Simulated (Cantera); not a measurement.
# Gas-phase reforming

A perfectly stirred reactor is fed with 38.5 % CH4, 61.5 % CO2, at 22.0 bar; it is held at 1825 K, and followed from long to short residence time.

Computed with Cantera and GRI-Mech 3.0 (53 species, 325 reactions). The pressure lies above the range GRI-Mech 3.0 was tuned for (to about 10 atm).

```tsv
τ (s)	x CH4	x CO2	x CO	x CH2O	x H2O	x CH2CO
1.1	0.0105	0.0445	0.520	1.80e-6	0.105	3.63e-6
0.47	0.0158	0.0507	0.511	1.94e-6	0.115	6.81e-6
0.19	0.0222	0.0615	0.495	2.26e-6	0.131	1.31e-5
0.079	0.0287	0.0779	0.469	2.92e-6	0.151	2.40e-5
0.032	0.0362	0.103	0.430	4.43e-6	0.174	4.28e-5
0.013	0.0465	0.140	0.379	7.58e-6	0.195	6.93e-5
0.0054	0.0629	0.191	0.316	1.29e-5	0.202	9.40e-5
```
x: mole fraction; the columns are a selection and need not sum to one.
